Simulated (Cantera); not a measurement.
## Equilibrium for roasting and sulfation: CaS + H2S + O2

Charge: 1 mol CaS, 0.19 mol H2S, 0.15 mol O2, held at 1000 Pa.

Method: chemical equilibrium by Gibbs-energy minimisation in Cantera with the NASA 1993 tables (ideal gas, pure condensed phases). Candidate condensed phases: Ca, CaO, Ca(OH)2, CaS, CaSO4, H2O, H2SO4, S; 25 gas species. Mutual solubility and eutectic melting of coexisting phases are not modelled. Rates play no part.

From 1548 K to 1798 K the condensed part is CaS(s). At 1848 K the condensed part is CaO(s) + CaS(s). The main Ca-bearing gas is Ca(OH)2 throughout.

| T (K) | x H2O | x SO2 | x H2 | x S2 | x SO | x H2S | x SH | n CaS(s) | n CaO(s) |
|---|---|---|---|---|---|---|---|---|---|
| 1548 | 0.468 | 0.227 | 0.109 | 0.167 | 0.0112 | 0.0130 | 0.00263 | 1.00 | 0 |
| 1598 | 0.452 | 0.230 | 0.123 | 0.162 | 0.0150 | 0.0115 | 0.00330 | 1.00 | 0 |
| 1648 | 0.436 | 0.233 | 0.137 | 0.157 | 0.0198 | 0.0103 | 0.00405 | 1.00 | 0 |
| 1698 | 0.419 | 0.236 | 0.151 | 0.151 | 0.0256 | 0.00913 | 0.00489 | 1.000 | 0 |
| 1748 | 0.402 | 0.238 | 0.165 | 0.144 | 0.0324 | 0.00810 | 0.00580 | 1.000 | 0 |
| 1798 | 0.385 | 0.240 | 0.178 | 0.137 | 0.0405 | 0.00717 | 0.00677 | 1.000 | 0 |
| 1848 | 0.356 | 0.226 | 0.196 | 0.148 | 0.0500 | 0.00696 | 0.00844 | 0.990 | 0.0103 |
x: gas mole fraction; n: condensed amount in mol.
